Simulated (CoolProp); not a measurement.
Vapour-liquid equilibrium of benzene (1) + p-xylene (2) at 248.15 °C; x and y are mole fractions of (1).

The numbers come from the multi-fluid Helmholtz-energy mixture model, Thol 2012 and Zhou 2012; pair parameters Bell 2016 in CoolProp.

```csv
x,bubble pressure (MPa),y at the bubble point,dew pressure at overall composition x (MPa),liquid density (mol/L)
0.05,1.038,0.103,0.9971,5.948
0.15,1.198,0.277,1.077,6.082
0.25,1.368,0.418,1.171,6.218
0.35,1.545,0.535,1.281,6.356
0.45,1.730,0.633,1.412,6.496
0.55,1.923,0.717,1.571,6.636
0.65,2.124,0.791,1.766,6.775
0.75,2.335,0.857,2.008,6.912
0.85,2.556,0.917,2.312,7.043
0.95,2.790,0.973,2.692,7.165
```

No azeotrope shows between x = 0.05 and 0.95.

The pair parameters rest on a limited set of measurements; away from them the model extrapolates.
